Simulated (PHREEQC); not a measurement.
## Acid mine or pickling water

A made-up water analysis in mg/L, 20 °C, pH 3.81, pe 10.5:

```csv
constituent,mg/L
Na,1170
K,24.9
Ca,606
Mg,110
Cl,558
S(6) as SO4,3500
Zn,55.2
Si as SiO2,10.2
Fe(3),5.53
Pb,2.49
Br,1.97
Cd,1.37
```

Valence states are taken as typed.

All values are PHREEQC results (ion-association model, phreeqc.dat), not measurements.

Precipitation was switched off in this run.

Q: Predict the ionic strength, density, specific conductance.

A: ionic strength 0.111 mol/kgw; density 1.004 g/cm³; specific conductance 6250 µS/cm.

Q: In which forms is Cd present?

A: Cd+2 36 %, CdSO4 34 %, CdCl+ 19 %, Cd(SO4)2-2 10 %, CdCl2 0.7 % of the Cd.

Examples of supersaturated solids here: Jarosite-K, Gypsum. Others may be too. Species that the database lacks are ignored.
